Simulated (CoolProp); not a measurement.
Properties of dodecamethylpentasiloxane (MD3M) along the isotherm 346.85 °C (Tc = 354.9 °C, pc = 0.9540 MPa, ω = 0.730).

Computed with CoolProp (reference Helmholtz-energy equation of state, Thol 2019).

| p (MPa) | phase | cp (kJ/(kg K)) | Joule-Thomson coefficient (K/MPa) | isothermal compressibility (1/MPa) | fugacity coefficient |
|---|---|---|---|---|---|
| 0.0302 | gas | 2.106 | 10.95 | 33.53 | 0.9878 |
| 0.0536 | gas | 2.109 | 11.12 | 19.08 | 0.9784 |
| 0.0954 | gas | 2.114 | 11.45 | 10.93 | 0.9616 |
| 0.17 | gas | 2.124 | 12.10 | 6.363 | 0.9320 |
| 0.302 | gas | 2.149 | 13.55 | 3.875 | 0.8802 |
| 0.536 | gas | 2.231 | 17.91 | 2.705 | 0.7898 |
| 0.954 | liquid | 2.826 | 6.027 | 0.3950 | 0.6025 |
| 1.7 | liquid | 2.466 | 1.622 | 0.08902 | 0.3813 |
| 3.02 | liquid | 2.378 | 0.6476 | 0.04045 | 0.2606 |
| 5.36 | liquid | 2.332 | 0.1908 | 0.02135 | 0.2023 |
| 9.54 | liquid | 2.302 | -0.06769 | 0.01191 | 0.1942 |
